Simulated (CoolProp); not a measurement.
n-hexane along the isotherm 325.25 °C: density (kg/m³) from the reference equation and from simpler models built on Tc = 234.7 °C, pc = 3.044 MPa, ω = 0.300; each cubic takes its own stable root.

Values from CoolProp's reference Helmholtz-energy equation of state, Thol 2019.

| p (MPa) | phase | reference | ideal gas | van der Waals | Redlich-Kwong | Soave-Redlich-Kwong | Peng-Robinson |
|---|---|---|---|---|---|---|---|
| 0.127 | gas | 2.218 | 2.200 | 2.218 | 2.219 | 2.217 | 2.220 |
| 0.254 | gas | 4.473 | 4.399 | 4.474 | 4.478 | 4.469 | 4.481 |
| 0.381 | gas | 6.767 | 6.599 | 6.770 | 6.779 | 6.758 | 6.786 |
| 0.507 | gas | 9.082 | 8.781 | 9.088 | 9.105 | 9.066 | (withheld) |
| 0.634 | gas | 11.46 | 10.98 | 11.47 | 11.49 | 11.43 | 11.51 |
| 0.761 | gas | 13.87 | 13.18 | 13.89 | 13.93 | 13.84 | 13.95 |
| 0.888 | gas | 16.33 | 15.38 | 16.37 | 16.41 | 16.28 | 16.44 |
| 1.01 | gas | 18.74 | 17.49 | 18.79 | 18.85 | 18.67 | 18.88 |
| 1.14 | gas | 21.36 | 19.75 | 21.43 | 21.49 | 21.27 | 21.53 |
| 1.27 | gas | 24.02 | 22.00 | 24.12 | 24.20 | 23.90 | 24.23 |
| 1.4 | gas | (withheld) | 24.25 | 26.87 | 26.96 | 26.59 | (withheld) |
| 1.52 | gas | 29.30 | 26.33 | 29.48 | 29.57 | 29.12 | 29.60 |

What belongs in the gaps?


- 0.507, Peng-Robinson: 9.115
- 1.4, reference: 26.74
- 1.4, Peng-Robinson: 27.00
